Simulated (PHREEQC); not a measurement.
Dissolve 0.00042 mol/kgw Na2B4O7 at 91 °C. Closed to the air; pH follows from the charge balance.

All values are PHREEQC results (Pitzer model, pitzer.dat), not measurements.

Each row changes one thing in this solution. Precipitation was switched off in this run.

| case | pH | ionic strength (mol/kgw) |
|---|---|---|
| as made | 8.88 | 0.000840 |
| Na2B4O7 replaced by Na2SiO3 at the same molality | ? | 0.000840 |
| 0.00023 mol/kgw NaHCO3 added | ? | 0.00108 |
| Na2B4O7 from 0.00042 to 4.2e-05 mol/kgw | 8.22 | 8.40e-5 |
| temperature from 91 to 85 °C | ? | 0.000840 |
| Na2B4O7 from 0.00042 to 0.000378 mol/kgw | ? | 0.000756 |
| 0.00054 mol/kgw HCl added | 8.36 | 0.000840 |
| diluted 10-fold with water | 8.22 | 8.40e-5 |

Problem. Some entries are withheld; supply them.

Solution. 
- Na2B4O7 replaced by Na2SiO3 at the same molality, pH: 9.16
- 0.00023 mol/kgw NaHCO3 added, pH: 8.87
- temperature from 91 to 85 °C, pH: 8.92
- Na2B4O7 from 0.00042 to 0.000378 mol/kgw, pH: 8.85

Species that the database lacks are ignored. Constants without temperature data keep their 25 °C values here.
